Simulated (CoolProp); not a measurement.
A single-stage vapour-compression cycle with CH2F2 (R32): evaporating at 247.15 K (dew point), condensing at 281.15 K (bubble point), superheat 10 K, subcooling 8 K, compressor efficiency 0.7, no pressure losses. Each further row changes one setting.

Model: reference Helmholtz-energy equation of state, Tillner-Roth 1997, in CoolProp.

| case | cooling COP | pressure ratio | discharge temperature (K) | refrigerating effect (kJ/kg) | volumetric capacity (kJ/m³) |
|---|---|---|---|---|---|
| as stated | 4.44 | 3.24 | 347.1 | 318 | 2680 |
| evaporating temperature 252.15 K | 5.42 | 2.67 | 337.0 | 320 | 3250 |
| condensing temperature 276.15 K | 5.32 | 2.78 | 334.7 | 326 | 2750 |
| subcooling 13 K | 4.56 | 3.24 | 347.1 | 326 | 2750 |
| superheat 20 K | 4.35 | 3.24 | 359.8 | 327 | 2630 |
| compressor efficiency 0.6 | 3.81 | 3.24 | 358.7 | 318 | 2680 |
